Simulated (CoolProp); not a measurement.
n-butane at 298.15 K and 0.0641 MPa is throttled through a valve to 0.017 MPa with no heat exchange. Each further row changes one setting.

Computed with CoolProp (reference Helmholtz-energy equation of state, Bücker 2006).

```json
[
 {"case": "as stated", "temperature change (K)": "-1.2", "final density (kg/m³)": "?"},
 {"case": "outlet pressure 0.0051 MPa", "temperature change (K)": "?", "final density (kg/m³)": "0.120"},
 {"case": "outlet pressure 0.0221 MPa", "temperature change (K)": "-1.0", "final density (kg/m³)": "?"}
]
```

Fill in the missing entries.


- as stated, final density (kg/m³): 0.402
- outlet pressure 0.0051 MPa, temperature change (K): -1.5
- outlet pressure 0.0221 MPa, final density (kg/m³): 0.523
